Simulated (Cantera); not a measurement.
Cantera run:

```python
import numpy as np
import cantera as ct

gas_names = [...]  # 151 gases of nasa_gas.yaml made of C, H, N, O, Si
cond_names = """
    C(gr) C6H6(L) C7H8(L) C8H18(L),n-octa H2O(s) H2O(L) Si(cr) Si(L) SiC(b) SiO2(Lqz) SiO2(hqz) SiO2(L)
    Si2N2O(s) Si3N4(a)
""".split()


# ... load() reads the species with a 1 bar reference pressure and builds the phases ...
atoms = {
    'HMDSO': {'Si': 2, 'C': 6, 'H': 18, 'O': 1},
    'NO': {'N': 1, 'O': 1},
    'H2': {'H': 2},
}
top_T = {'C(gr)': 4500, 'SiC(b)': 3050, 'Si2N2O(s)': 2100, 'Si3N4(a)': 2400}  # K; cautious upper limits of use, not melting points


# ... equilibrate(T, P, feed) seeds the gas with the atoms and calls Mixture.equilibrate('TP', solver="vcs", rtol=1e-11, max_steps=5000) ...
results = []
feed = {'HMDSO': 1, 'NO': 0.46, 'H2': 21}  # mol
P = 3900  # Pa
for T in [875, 1075, 1275, 1475, 1675, 1875, 2075]:
    mix = equilibrate(T, P, feed)
    results.append((T, P, feed, dict(zip(mix.species_names, mix.species_moles))))

top = {s: max(r[3][s] / sum(r[3][g] for g in gas_names) for r in results) for s in gas_names}
cols = sorted((s for s in top if top[s] > 0.0001), key=lambda s: -top[s])[:9]
seen = [c for c in cond_names if any(r[3].get(c, 0) > 1e-12 for r in results)]
print("log10 of partial pressures in bar; condensed amounts in mol")
print(f"{'T/K':>10s}" + "".join(f"{s[:9]:>10s}" for s in cols + seen))
for T, P, feed, n in results:
    ng = sum(n[g] for g in gas_names)
    print(f"{T:10.4g}" + "".join(f"{np.log10(max(n[s] / ng * P / 1e5, 1e-99)):10.3f}" for s in cols)
          + "".join(f"{n.get(c, 0):10.4g}" for c in seen))
```

Output:

```
log10 of partial pressures in bar; condensed amounts in mol
       T/K        H2        CO       CH4         H        N2       HCN C2H2,acet       SiO        Si     C(gr)    SiC(b) SiO2(hqz) Si2N2O(s)
       875    -1.416    -9.178    -3.192   -11.008   -13.277   -13.627   -12.040   -13.858   -23.050     4.589     0.925     0.615      0.23
      1075    -1.410    -5.797    -4.165    -8.538    -9.067   -10.038    -9.533    -9.591   -17.263     5.021    0.9256    0.6144      0.23
      1275    -1.413    -3.491    -4.858    -6.839    -6.195    -7.592    -7.828    -6.682   -13.301     4.688     1.051      0.49    0.2295
      1475    -1.433    -2.746    -5.402    -5.603    -3.550    -5.545    -6.609    -5.500   -10.421     2.539     1.997         0         0
      1675    -1.433    -2.747    -5.785    -4.652    -3.556    -4.991    -5.669    -5.171    -8.234     2.538     1.995         0         0
      1875    -1.435    -2.749    -6.087    -3.901    -3.571    -4.562    -4.934    -4.915    -6.518     2.517      1.99         0         0
      2075    -1.440    -2.753    -6.335    -3.294    -3.603    -4.229    -4.346    -4.711    -5.137     2.453     1.976         0         0
```

Equilibrium computed with Cantera from the NASA thermochemical tables; the gas is ideal and each condensed phase is pure. The feed counts by its element totals alone. Mutual solubility and eutectic melting of coexisting phases are not modelled. The tables hold silica as quartz up to 1696 K and as liquid above; real silica turns to tridymite and cristobalite and melts near 1996 K. Gases not in the tables: Si2H6 and higher silanes.
